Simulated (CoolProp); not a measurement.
R123 along the isobar 0.101 MPa: Z from the reference equation and from simpler models built on Tc = 183.7 °C, pc = 3.662 MPa, ω = 0.282; each cubic takes its own stable root.

Computed with CoolProp (reference Helmholtz-energy equation of state, Younglove 1994). It is a modified Benedict-Webb-Rubin equation, recast in Helmholtz form.

| T (°C) | phase | reference |
|---|---|---|
| -73.75 | liquid | 0.005494 |
| -63.35 | liquid | 0.005294 |
| -52.95 | liquid | 0.005115 |
| -42.65 | liquid | 0.004956 |
| -32.25 | liquid | 0.004813 |
| -21.85 | liquid | 0.004684 |
| -11.45 | liquid | 0.004569 |
| -1.15 | liquid | 0.004467 |
| 9.25 | liquid | 0.004375 |
| 19.65 | liquid | 0.004294 |
| 30.05 | gas | 0.9582 |
| 40.45 | gas | 0.9632 |
| 50.75 | gas | 0.9674 |

Q: How far does each simpler model (van der Waals, Soave-Redlich-Kwong, Peng-Robinson) lie from the reference over these 13 states: mean and median of the absolute difference, and the worst?

A: 
- van der Waals: mean 11348.6 %, median 19260.4 %, worst +22641.0 % at 19.65 °C and 0.101 MPa
- Soave-Redlich-Kwong: mean 8.4 %, median 10.2 %, worst +11.9 % at -73.75 °C and 0.101 MPa
- Peng-Robinson: mean 1.4 %, median 1.4 %, worst -2.6 % at 19.65 °C and 0.101 MPa

At some of these states van der Waals gives the other phase, because its saturation line lies elsewhere.
